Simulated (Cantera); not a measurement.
**Premixed flame**

A freely propagating, adiabatic, planar premixed flame of H2 : O2 : N2 : H2O = 1 : 0.385 : 1.58 : 0.69 (molar parts), equivalence ratio 1.3, unburnt at 350 K and 22000 Pa; mixture-averaged transport, grid criteria slope 0.08 and curve 0.16, no radiation.

Model: the H2/O2 subset of GRI-Mech 3.0, which has no nitrogen chemistry, integrated in Cantera. Burning velocities carry a grid error of a few per cent, more on coarse grids.

```json
[
 {"z (mm)": "-6.50", "T (K)": "350", "u (m/s)": "1.97", "x H2": "0.274", "x O2": "0.105", "x H2O": "0.189", "x O": "<1e-8", "x HO2": "<1e-8", "x OH": "<1e-8"},
 {"z (mm)": "-4.33", "T (K)": "350", "u (m/s)": "1.97", "x H2": "0.274", "x O2": "0.105", "x H2O": "0.189", "x O": "<1e-8", "x HO2": "<1e-8", "x OH": "<1e-8"},
 {"z (mm)": "-3.25", "T (K)": "350", "u (m/s)": "1.97", "x H2": "0.274", "x O2": "0.105", "x H2O": "0.189", "x O": "<1e-8", "x HO2": "<1e-8", "x OH": "<1e-8"},
 {"z (mm)": "-2.17", "T (K)": "350", "u (m/s)": "1.97", "x H2": "0.273", "x O2": "0.105", "x H2O": "0.189", "x O": "<1e-8", "x HO2": "3.75e-8", "x OH": "<1e-8"},
 {"z (mm)": "-1.08", "T (K)": "357", "u (m/s)": "1.99", "x H2": "0.268", "x O2": "0.106", "x H2O": "0.190", "x O": "3.44e-7", "x HO2": "2.57e-5", "x OH": "1.17e-6"},
 {"z (mm)": "-0.542", "T (K)": "493", "u (m/s)": "2.70", "x H2": "0.246", "x O2": "0.104", "x H2O": "0.204", "x O": "3.58e-5", "x HO2": "0.000216", "x OH": "0.000418"},
 {"z (mm)": "0", "T (K)": "859", "u (m/s)": "4.58", "x H2": "0.191", "x O2": "0.0867", "x H2O": "0.254", "x O": "0.000618", "x HO2": "6.71e-5", "x OH": "0.000694"},
 {"z (mm)": "0.542", "T (K)": "1145", "u (m/s)": "6.01", "x H2": "0.124", "x O2": "0.0514", "x H2O": "0.327", "x O": "0.00285", "x HO2": "2.51e-5", "x OH": "0.00198"},
 {"z (mm)": "1.08", "T (K)": "1304", "u (m/s)": "6.81", "x H2": "0.0829", "x O2": "0.0231", "x H2O": "0.379", "x O": "0.00363", "x HO2": "9.64e-6", "x OH": "0.00390"},
 {"z (mm)": "2.17", "T (K)": "1441", "u (m/s)": "7.48", "x H2": "0.0677", "x O2": "0.00965", "x H2O": "0.406", "x O": "0.00312", "x HO2": "3.50e-6", "x OH": "0.00569"},
 {"z (mm)": "4.33", "T (K)": "1559", "u (m/s)": "8.04", "x H2": "0.0682", "x O2": "0.00658", "x H2O": "0.415", "x O": "0.00233", "x HO2": "2.11e-6", "x OH": "0.00628"},
 {"z (mm)": "8.67", "T (K)": "1665", "u (m/s)": "8.51", "x H2": "0.0682", "x O2": "0.00418", "x H2O": "0.424", "x O": "0.00147", "x HO2": "1.24e-6", "x OH": "0.00600"},
 {"z (mm)": "17.3", "T (K)": "1749", "u (m/s)": "8.89", "x H2": "0.0676", "x O2": "0.00225", "x H2O": "0.432", "x O": "0.000777", "x HO2": "6.58e-7", "x OH": "0.00499"}
]
```
x: mole fraction of selected species; z is measured from the peak of heat release.

```
Item                        Result
------------------------  --------
laminar burning velocity  197 cm/s
thermal thickness          2.17 mm
peak x(O)                  0.00364
peak x(HO2)               0.000232
peak x(OH)                 0.00629
grid points                    123
```
